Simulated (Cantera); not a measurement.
Carbothermic reduction: Fe2O3 + CH4 + H2

Charge: 1 mol Fe2O3, a varied amount of CH4, 3.1 mol H2, equilibrated at 2550 K and 42.0 Pa.

Cantera equilibrium calculation (NASA polynomials, part measured and part estimated; ideal gas, pure solids and liquids). Candidate condensed phases: C, C6H6, C7H8, C8H18, Fe, Fe(CO)5, FeO, Fe(OH)2, Fe(OH)3, Fe2O3, Fe3O4, H2O; 114 gas species. The numbers say what is thermodynamically allowed, not how fast it happens.

| n(CH4) (mol) | x H | x Fe | x H2 | x CO | x O | x OH | x H2O | x O2 | n C(graphite) |
|---|---|---|---|---|---|---|---|---|---|
| 0.52 | 0.468 | 0.180 | 0.0947 | 0.0453 | 0.118 | 0.0365 | 0.0337 | 0.0171 | 0 |
| 1.2 | 0.519 | 0.148 | 0.116 | 0.0871 | 0.0698 | 0.0240 | 0.0245 | 0.00601 | 0 |
| 1.8 | 0.552 | 0.128 | 0.132 | 0.114 | 0.0398 | 0.0146 | 0.0158 | 0.00196 | 0 |
| 2.5 | 0.581 | 0.110 | 0.146 | 0.136 | 0.0141 | 0.00544 | 0.00622 | 0.000247 | 0 |
| 3.1 | 0.598 | 0.0978 | 0.155 | 0.147 | 6.88e-10 | 2.72e-10 | 3.21e-10 | <1e-12 | 0 |
| 3.8 | 0.612 | 0.0879 | 0.162 | 0.132 | 3.95e-10 | 1.60e-10 | 1.93e-10 | <1e-12 | 0.468 |
| 4.5 | 0.625 | 0.0800 | 0.169 | 0.120 | 3.59e-10 | 1.49e-10 | 1.83e-10 | <1e-12 | 1.13 |
| 5.1 | 0.634 | 0.0742 | 0.174 | 0.111 | 3.33e-10 | 1.40e-10 | 1.75e-10 | <1e-12 | 1.70 |
x: gas mole fraction; n: condensed amount in mol.

From 0.52 mol CH4 to 3.1 mol CH4 nothing is condensed. From 3.8 mol CH4 to 5.1 mol CH4 the condensed part is C(graphite). The main Fe-bearing gas is Fe throughout.
